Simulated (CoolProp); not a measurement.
Properties of CH2F2 (R32) along the isotherm 366.8 K.

Values from CoolProp's reference Helmholtz-energy equation of state, Tillner-Roth 1997.

| p (MPa) | phase | cp (kJ/(kg K)) | cv (kJ/(kg K)) | speed of sound (m/s) | isothermal compressibility (1/MPa) | expansivity (1/kK) | Prandtl number |
|---|---|---|---|---|---|---|---|
| 4.13 | gas | 1.587 | 0.9481 | 221.4 | 0.3519 | 7.713 | 1.01 |
| 8.26 | supercritical | 6.082 | 1.156 | (withheld) | 0.2553 | 42.01 | 3.30 |
| 12.4 | supercritical | 2.538 | 1.034 | 337.0 | (withheld) | 9.414 | 1.70 |
| 16.5 | supercritical | 2.126 | 1.016 | 411.3 | 0.01598 | 6.117 | 1.51 |
| 20.7 | supercritical | 1.947 | 1.011 | 467.5 | 0.01078 | 4.741 | 1.44 |
| 24.8 | supercritical | (withheld) | 1.009 | (withheld) | 0.008201 | 3.988 | 1.42 |
| 28.9 | supercritical | 1.780 | 1.009 | 551.3 | 0.006630 | 3.493 | 1.41 |
| 33 | supercritical | 1.732 | 1.010 | 585.8 | 0.005570 | (withheld) | 1.41 |
| 37.2 | supercritical | 1.695 | 1.011 | 617.9 | (withheld) | 2.863 | 1.42 |
| 41.3 | supercritical | 1.667 | 1.012 | 646.8 | 0.004216 | 2.652 | 1.43 |
| 45.4 | supercritical | 1.644 | 1.013 | 673.6 | 0.003766 | 2.480 | 1.44 |
| 49.6 | supercritical | (withheld) | 1.014 | (withheld) | 0.003396 | 2.334 | 1.45 |
| 53.7 | supercritical | 1.609 | 1.016 | 723.2 | 0.003100 | 2.212 | 1.47 |
| 57.8 | supercritical | 1.595 | 1.017 | 745.8 | 0.002851 | 2.108 | 1.49 |

### Question
What belongs in the gaps?

### Answer

- 8.26, speed of sound (m/s): 200.1
- 12.4, isothermal compressibility (1/MPa): 0.03053
- 24.8, cp (kJ/(kg K)): 1.847
- 24.8, speed of sound (m/s): 512.5
- 33, expansivity (1/kK): 3.138
- 37.2, isothermal compressibility (1/MPa): 0.004790
- 49.6, cp (kJ/(kg K)): 1.625
- 49.6, speed of sound (m/s): 699.4

The peak of cp marks the crossing from liquid-like to gas-like fluid above the critical point.

Viscosity comes from a separate model (Bell 2016), an estimate that may be off by 10 % or more. Thermal conductivity comes from a separate model (Huber 2003), an estimate that may be off by 10 % or more.
